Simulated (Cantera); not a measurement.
An isothermal plug-flow reactor at 648 K and 0.957 atm (inlet), inlet velocity 1.6 m/s, active area per volume 950 1/m; feed H2 : O2 : N2 : H2O = 0.0029 : 0.15 : 0.79 : 0.057 (molar parts).

Computed with Cantera and Deutschmann's 1995 Pt surface mechanism with GRI-Mech 3.0 gas chemistry. Catalytic surfaces can have several steady states; this one follows from the mechanism file's or the stated starting coverage. Mass transfer to the wall is taken as infinitely fast.

Question: Predict: x(H2) at z = 0.008 m; x(O2) at z = 0.008 m; x(H2O) at z = 0.008 m; θ(free Pt) at the exit; θ(O*) at the exit; θ(OH*) at the exit.

Answer: 
```
Item                       Value
----------------------  --------
x(H2) at z = 0.008 m    0.000474
x(O2) at z = 0.008 m       0.149
x(H2O) at z = 0.008 m     0.0595
θ(free Pt) at the exit   0.00617
θ(O*) at the exit          0.988
θ(OH*) at the exit       0.00538
```
